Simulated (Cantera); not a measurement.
An adiabatic, constant-pressure homogeneous reactor starts with 9.84 % C2H4, 18.5 % O2, 69.4 % N2, 2.26 % H2O, at 1300 K and 465 Torr.

Model: GRI-Mech 3.0 (53 species, 325 reactions), integrated in Cantera. GRI-Mech 3.0 was tuned for natural gas; its chemistry of ethylene as a main component is partial and can be far from experiment.

**Question.** Predict: time of steepest temperature rise; temperature at 4.00 s; equilibrium temperature; x(O2) at 4.00 s; x(CH2O) at 4.00 s; x(HCO) at 4.00 s; x(H) at 4.00 s.

**Answer.** 
```json
{
  "time_of_steepest_temperature_rise": "0.144 ms",
  "temperature at 4.00 s": "2701 K",
  "equilibrium_temperature": "2701 K",
  "x(O2) at 4.00 s": "0.00131 (gas-phase equilibrium 0.00131)",
  "x(CH2O) at 4.00 s": "2.08e-9 (gas-phase equilibrium 2.08e-9)",
  "x(HCO) at 4.00 s": "1.64e-7 (gas-phase equilibrium 1.64e-7)",
  "x(H) at 4.00 s": "0.0181 (gas-phase equilibrium 0.0181)"
}
```
